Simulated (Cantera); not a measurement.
Gas mixture: O2 : H2O : N2O = 0.46 : 0.87 : 0.11 (molar parts), at 0.230 bar, frozen composition.

Cantera's kinetic-theory transport with the Lennard-Jones parameters of GRI-Mech 3.0, ideal gas; thermal conductivity in the multicomponent form. Polar gases are described roughly by these parameters. The composition is frozen, though it would react at the higher temperatures.

D: mixture-averaged diffusion coefficient of that species in the mixture.

| T (K) | ρ (kg/m³) | cp (J/kg/K) | μ (µPa s) | λ (mW/m/K) | Pr | D (cm²/s) NH3 | D (cm²/s) NO | D (cm²/s) CH4 |
|---|---|---|---|---|---|---|---|---|
| 400 | 0.169 | 1373 | 18.3 | 36.5 | 0.687 | 1.56 | 1.58 | 1.68 |
| 650 | 0.104 | 1491 | 28.4 | 62.7 | 0.675 | 4.05 | 3.78 | 4.07 |
| 900 | 0.0752 | 1604 | (withheld) | (withheld) | 0.673 | (withheld) | (withheld) | (withheld) |
| 1150 | 0.0589 | 1708 | 46.1 | 117 | 0.672 | 11.8 | 10.1 | 11.0 |
| 1400 | 0.0483 | 1797 | 54.0 | 144 | 0.672 | 16.7 | 14.1 | 15.4 |
| 1650 | 0.0410 | 1874 | (withheld) | (withheld) | 0.673 | (withheld) | (withheld) | (withheld) |
| 1900 | 0.0356 | 1939 | 68.4 | 197 | 0.673 | 28.7 | 23.4 | 25.8 |
| 2150 | 0.0315 | 1994 | 75.0 | 222 | 0.673 | 35.5 | 28.8 | 31.7 |

Task: Complete the blanks.

Result: 
- 900, μ (µPa s): 37.6
- 900, λ (mW/m/K): 89.8
- 900, D (cm²/s) NH3: 7.49
- 900, D (cm²/s) NO: 6.64
- 900, D (cm²/s) CH4: 7.22
- 1650, μ (µPa s): 61.5
- 1650, λ (mW/m/K): 171
- 1650, D (cm²/s) NH3: 22.4
- 1650, D (cm²/s) NO: 18.5
- 1650, D (cm²/s) CH4: 20.3
